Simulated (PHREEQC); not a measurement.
**Sulfide liquor (model solution)**

Dissolve 0.00098 mol/kgw Na2S and 0.0015 mol/kgw NaOH at 2.4 °C. Closed to the air; pH follows from the charge balance.

All values are PHREEQC results (ion-association model, phreeqc.dat), not measurements.

No solid was allowed to form.

Task: What pH, specific conductance does the model give?

Result: pH 12.20; specific conductance 372 µS/cm.

Complexes and solids missing from the database can't appear. Constants without temperature data keep their 25 °C values here.
